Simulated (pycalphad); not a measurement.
CALPHAD calculation (pycalphad, COST 507 light-alloy database (1999)), 1 atm. These are 1990s assessments: newer ones move some temperatures and phases. Amounts are mole fractions of atoms. Diffusion is slow at the low end, where real alloys seldom reach equilibrium.

### Question
Give the equilibrium state of Ti-0.3858C (wt.%) at 900 K.

### Answer
```
T = 900.00 K, P = 101325 Pa, N = 1 mol of atoms
G = -41396 J/mol, H = 14022 J/mol, S = 61.58 J/(mol K)  (SER reference)
chemical potentials (J/mol): Ti -38447, C -232448
phase             fraction      x(Ti)       x(C)
HCP_A3              0.9711     0.9950     0.0050
FCC_A1              0.0289     0.6438     0.3562
```

### Question
Give the equilibrium state of Ti-0.3858C (wt.%) at 1425 K.

### Answer
```
T = 1425.00 K, P = 101325 Pa, N = 1 mol of atoms
G = -78797 J/mol, H = 35059 J/mol, S = 79.90 J/(mol K)  (SER reference)
chemical potentials (J/mol): Ti -76269, C -242574
phase             fraction      x(Ti)       x(C)
BCC_A2              0.9825     0.9905     0.0095
FCC_A1              0.0175     0.6634     0.3366
```

FCC_A1 is fcc; BCC_A2 is bcc; HCP_A3 is hcp. The fcc model also describes the rock-salt carbide or nitride (TiC, TiN, HfC).
